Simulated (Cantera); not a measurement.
Charge: 1 mol C6H6, 0.68 mol H2, at 2825 K and 1.00 Torr.

Cantera equilibrium calculation (NASA polynomials, part measured and part estimated; ideal gas, pure solids and liquids). Candidate condensed phases: C, C6H6, C7H8, C8H18; 76 gas species. Equilibrium is a limit: real reactors are often held back by kinetics, nucleation or transport.

Base state: H 0.833, H2 0.116, C3 0.0321, C 0.00648, C2H2 (acetylene) 0.00421, C2H 0.00397, C2 0.00315, C5 0.000335 (mole fractions); condensed: C(graphite).

What changes in the equilibrium state with this change: 0.039 mol Cl2 added?


| species | before | after |
|---|---|---|
| H | 0.833 | 0.825 |
| H2 | 0.116 | 0.114 |
| C3 | 0.0321 | 0.0321 |
| Cl | 0 | 0.00941 |
| HCl | 0 | 0.00188 |
| C4H2 | 6.35e-5 | 6.22e-5 |
| C(graphite), mol | 5.13 | 5.12 |

What changes in the equilibrium state with this change: pressure from 1.00 Torr to 750 Torr?


| species | before | after |
|---|---|---|
| H2 | 0.116 | 0.883 |
| H | 0.833 | 0.0839 |
| C2H2 (acetylene) | 0.00421 | 0.0320 |
| C3 | 0.0321 | 4.28e-5 |
| CH4 | 1.71e-9 | 7.41e-5 |
| C5 | 0.000335 | 4.46e-7 |
| C | 0.00648 | 8.64e-6 |
| C4 | 6.39e-5 | 8.53e-8 |
| C2 | 0.00315 | 4.20e-6 |
| C(graphite), mol | 5.13 | 5.74 |
